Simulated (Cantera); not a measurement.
A diamond (100) surface in a fixed gas of H2 with x(CH4) = 0.018, x(H) = 0.00062, x(CH3) = 1.1e-05, at 1050 K; coverages are run to steady state.

Cantera simulation using the Harris–Goodwin 1993 mechanism for the reconstructed diamond (100) surface; the numbers are that mechanism's predictions, not measurements.

One state of this run: growth (µm/h) = 0.00560; θ c6HH = 0.563; θ c6H* = 0.0225; θ c6*H = 0.402; θ c6** = 0.0113; θ c6HM = 0.000808. θ: site fractions in the mechanism's names (c6HH fully hydrogenated, c6H* and c6*H radical sites, c6** diradical, c6HM methylated).

Q: Which value of P (Pa) does it belong to?
A) 2400
B) 4800
C) 620
D) 38000

A: C, 620
